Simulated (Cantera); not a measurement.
**Pb + CO + N2 (iron carbonyl, mercury and lead vapours)**

Charge: 1 mol Pb, 2.1 mol CO, 3.6 mol N2, held at 950 K and 2.33 Torr.

These are equilibrium values from Cantera (NASA tables, ideal gas, pure condensed phases), not measurements of a reactor. Candidate condensed phases: C, Pb, PbO, PbO2, Pb3O4; 27 gas species. Rates play no part.

The x(N2) is 0.631 and the x(CO) is 0.367. The x(Pb) comes out as 0.00162, the x(CO2) is 0.000697 and the n(C(graphite)) comes out as 0.00398 mol. The n(Pb(l)) comes out as 0.991 mol and the gas amount comes out as 5.705 mol. The log10 activity of PbO2(s) (absent) is -22.59.
